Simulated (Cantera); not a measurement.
What does this Cantera script print?

```python
import numpy as np
import cantera as ct

gas_names = """
    Fe H H2 H2S N NH NH2 NH3 N2 N2H2 N2H4 S SH SN S2 S8
""".split()
cond_names = """
    Fe(a) Fe(c) Fe(d) Fe(L) FeS(a) FeS(b) FeS(c) FeS(L) FeS2(s) S(cr1) S(cr2) S(L)
""".split()


# ... load() reads the species with a 1 bar reference pressure and builds the phases ...
atoms = {
    'FeS2': {'Fe': 1, 'S': 2},
    'H2': {'H': 2},
    'N2': {'N': 2},
}
top_T = {'FeS2(s)': 1010}  # K; cautious upper limits of use, not melting points


# ... equilibrate(T, P, feed) seeds the gas with the atoms and calls Mixture.equilibrate('TP', solver="vcs", rtol=1e-11, max_steps=5000) ...
results = []
feed = {'FeS2': 1, 'H2': 2300, 'N2': 6.7}  # mol
T = 2148.15  # K
P = 300  # Pa
mix = equilibrate(T, P, feed)
results.append((T, P, feed, dict(zip(mix.species_names, mix.species_moles))))
print(gas.report(threshold=1e-06))
for i in range(1, mix.n_phases):
    print(f"{mix.phase(i).name:16s} {mix.phase_moles(i):12.5e} mol")
```

Output:

```
       temperature   2148.2 K
          pressure   300 Pa
           density   3.465e-05 kg/m^3
  mean mol. weight   2.0629 kg/kmol
   phase of matter   gas

                          1 kg             1 kmol
                     ---------------   ---------------
          enthalpy        3.5358e+07        7.2939e+07  J
   internal energy        2.6699e+07        5.5078e+07  J
           entropy        1.1601e+05        2.3931e+05  J/K
    Gibbs function       -2.1384e+08       -4.4113e+08  J
 heat capacity c_p             16316             33659  J/K
 heat capacity c_v             12286             25345  J/K

                      mass frac. Y      mole frac. X     chem. pot. / RT
                     ---------------   ---------------   ---------------
                Fe          0.011294        0.00041721           -15.267
                 H           0.03575          0.073163             -12.8
                H2           0.90182            0.9228             -25.6
               H2S         0.0010726        6.4936e-05           -46.782
                N2           0.03796         0.0027953           -38.873
                 S          0.007057        0.00045408           -21.182
                SH         0.0047342        0.00029534           -33.982
                S2        0.00031179        1.0031e-05           -42.365
     [   +8 minor]        3.3347e-07        2.2012e-08

Fe(L)             0.00000e+00 mol
FeS(L)            0.00000e+00 mol
S(L)              0.00000e+00 mol
```

Equilibrium computed with Cantera from the NASA thermochemical tables; the gas is ideal and each condensed phase is pure.
